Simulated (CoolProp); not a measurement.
Ethanol along the isotherm 434.5 K: Z from the reference equation and from simpler models built on Tc = 514.7 K, pc = 6.268 MPa, ω = 0.644; each cubic takes its own stable root.

Model: reference Helmholtz-energy equation of state, Schroeder 2014, in CoolProp.

```json
[
 {"p (MPa)": "0.0496", "phase": "gas", "reference": "0.9946", "van der Waals": "0.9965", "Redlich-Kwong": "0.9956", "Soave-Redlich-Kwong": "0.9949", "Peng-Robinson": "0.9945"},
 {"p (MPa)": "0.0881", "phase": "gas", "reference": "0.9903", "van der Waals": "0.9937", "Redlich-Kwong": "0.9922", "Soave-Redlich-Kwong": "0.9909", "Peng-Robinson": "0.9903"},
 {"p (MPa)": "0.157", "phase": "gas", "reference": "0.9827", "van der Waals": "0.9888", "Redlich-Kwong": "0.9861", "Soave-Redlich-Kwong": "0.9837", "Peng-Robinson": "0.9826"},
 {"p (MPa)": "0.279", "phase": "gas", "reference": "0.9688", "van der Waals": "0.9799", "Redlich-Kwong": "0.9750", "Soave-Redlich-Kwong": "0.9707", "Peng-Robinson": "0.9687"},
 {"p (MPa)": "0.496", "phase": "gas", "reference": "0.9430", "van der Waals": "0.9637", "Redlich-Kwong": "0.9549", "Soave-Redlich-Kwong": "0.9468", "Peng-Robinson": "0.9434"},
 {"p (MPa)": "0.881", "phase": "gas", "reference": "0.8934", "van der Waals": "0.9337", "Redlich-Kwong": "0.9175", "Soave-Redlich-Kwong": "0.9018", "Peng-Robinson": "0.8958"},
 {"p (MPa)": "1.57", "phase": "liquid", "reference": "0.03167", "van der Waals": "0.8748", "Redlich-Kwong": "0.8432", "Soave-Redlich-Kwong": "0.03906", "Peng-Robinson": "0.03446"},
 {"p (MPa)": "2.79", "phase": "liquid", "reference": "0.05595", "van der Waals": "0.7425", "Redlich-Kwong": "0.07747", "Soave-Redlich-Kwong": "0.06890", "Peng-Robinson": "0.06083"},
 {"p (MPa)": "4.96", "phase": "liquid", "reference": "0.09849", "van der Waals": "0.1858", "Redlich-Kwong": "0.1342", "Soave-Redlich-Kwong": "0.1210", "Peng-Robinson": "0.1070"},
 {"p (MPa)": "8.81", "phase": "liquid", "reference": "0.1723", "van der Waals": "0.3142", "Redlich-Kwong": "0.2300", "Soave-Redlich-Kwong": "0.2109", "Peng-Robinson": "0.1868"},
 {"p (MPa)": "15.7", "phase": "liquid", "reference": "0.3003", "van der Waals": "0.5303", "Redlich-Kwong": "0.3915", "Soave-Redlich-Kwong": "0.3657", "Peng-Robinson": "0.3246"}
]
```

At some of these states van der Waals, Redlich-Kwong gives the other phase, because its saturation line lies elsewhere.
